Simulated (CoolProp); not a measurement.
Vapour-liquid equilibrium of cyclohexane (1) + n-nonane (2) at 514.7 K; x and y are mole fractions of (1).

Computed with CoolProp (multi-fluid Helmholtz-energy mixture model, Zhou 2014 and Lemmon 2006; pair parameters Bell 2016).

Question: Give the bubble pressure and the first vapour's composition at x = 0.2, 0.35, 0.8. Is there an azeotrope?

Answer: x = 0.2: 973.8 kPa, y = 0.372; x = 0.35: 1197 kPa, y = 0.553; x = 0.8: 2010 kPa, y = 0.897. No azeotrope shows between x = 0.05 and 0.95.

Pair parameters are fitted to limited data, so mixtures are less certain than the pure fluids.
